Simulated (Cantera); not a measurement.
Feed: 1 mol Si, 0.88 mol HCl, 2 mol H₂, equilibrated at 1100 K and 8.40 bar.

Cantera equilibrium calculation (NASA polynomials, part measured and part estimated; ideal gas, pure solids and liquids). Candidate condensed phases: Si; 19 gas species. The tables' values for SiCl₃ are old estimates; treat these amounts as uncertain. Equilibrium is a limit: real reactors are often held back by kinetics, nucleation or transport.

Base state: H₂ 0.892, SiHCl₃ 0.0469, SiCl₄ 0.0415, HCl 0.0116, SiH₂Cl₂ 0.00637, SiCl₃ 0.000958, SiCl₂ 0.000308, SiH₃Cl 0.000229 (mole fractions); condensed: Si(s).

**Question.** What changes in the equilibrium state with this change: Si replaced by SiCl₄?

**Answer.** 
| species | before | after |
|---|---|---|
| H₂ | 0.892 | 0.507 |
| SiCl₄ | 0.0415 | 0.250 |
| HCl | 0.0116 | 0.235 |
| SiHCl₃ | 0.0469 | 0.00794 |
| SiH₃Cl | 0.000229 | 3.07e-8 |
| SiH₂Cl₂ | 0.00637 | 3.03e-5 |
| Si(s), mol | 0.747 | 0 |

**Question.** What changes in the equilibrium state with this change: temperature from 1100 K to 600 K?

**Answer.** 
```json
[
 {"species": "H₂", "before": "0.892", "after": "0.900"},
 {"species": "SiHCl₃", "before": "0.0469", "after": "0.0563"},
 {"species": "SiCl₄", "before": "0.0415", "after": "0.0398"},
 {"species": "HCl", "before": "0.0116", "after": "1.75e-5"},
 {"species": "SiCl₂", "before": "0.000308", "after": "<1e-9"},
 {"species": "SiCl₃", "before": "0.000958", "after": "6.51e-8"},
 {"species": "SiH₃Cl", "before": "0.000229", "after": "5.55e-5"},
 {"species": "SiH₂Cl₂", "before": "0.00637", "after": "0.00400"},
 {"species": "Si(s), mol", "before": "0.747", "after": "0.738"}
]
```

**Question.** What changes in the equilibrium state with this change: 0.65 mol HF added?

**Answer.** 
```csv
species,before,after
H₂,0.892,0.850
SiHCl₃,0.0469,0.0400
SiF₄,0,0.0394
SiHF₃,0,0.0151
SiCl₄,0.0415,0.0346
HCl,0.0116,0.0108
SiH₂F₂,0,0.00295
SiH₃F,0,0.000140
SiF₃,0,0.000127
HF,0,2.12e-5
"Si(s), mol",0.747,0.568
```
The tables' values for SiCl₃, SiF₃ are old estimates; treat these amounts as uncertain.
